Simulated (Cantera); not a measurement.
Pyrogenic steam for wet oxidation

An isothermal, constant-pressure homogeneous reactor starts with 46.6 % H₂, 27.4 % O₂, 26.0 % N₂, equivalence ratio 0.85, at 950 K and 13300 Pa.

Model: GRI-Mech 3.0 (53 species, 325 reactions), integrated in Cantera. Radical loss at walls, strong at low pressure, is not modelled. The temperature is held fixed by assumption; the heat of reaction is taken as removed at once.

```tsv
t (s)	x H₂	x O₂	x OH	x NO	x NO₂	x N₂O
1.00e-6	0.466	0.274	<1e-12	<1e-12	<1e-12	<1e-12
3.47e-6	0.466	0.274	<1e-12	<1e-12	<1e-12	<1e-12
1.20e-5	0.466	0.274	<1e-12	<1e-12	<1e-12	<1e-12
4.16e-5	0.466	0.274	4.63e-12	<1e-12	<1e-12	<1e-12
0.000144	0.466	0.274	6.38e-11	<1e-12	<1e-12	<1e-12
0.000500	0.466	0.274	8.49e-8	<1e-12	<1e-12	<1e-12
0.00173	0.0352	0.0706	0.000954	5.34e-7	1.52e-10	2.86e-9
0.00600	0.00898	0.0578	5.80e-5	5.43e-7	6.05e-9	4.18e-9
0.0208	0.00571	0.0562	5.59e-6	4.85e-7	6.51e-8	4.56e-9
0.0721	0.00465	0.0557	2.10e-6	3.96e-7	1.55e-7	4.71e-9
0.250	0.00276	0.0549	1.56e-6	3.33e-7	2.18e-7	5.04e-9
0.866	0.000905	0.0540	8.56e-7	2.05e-7	3.47e-7	5.48e-9
3.00	0.000180	0.0537	2.85e-7	7.73e-8	4.75e-7	5.73e-9
```
x: mole fraction; the columns are a selection and need not sum to one.

Equilibrium at this temperature and pressure: H₂ 1.32e-10, O₂ 0.0536, OH 1.20e-7, NO 5.85e-6, NO₂ 8.34e-8, N₂O 1.21e-10 (gas phase only).
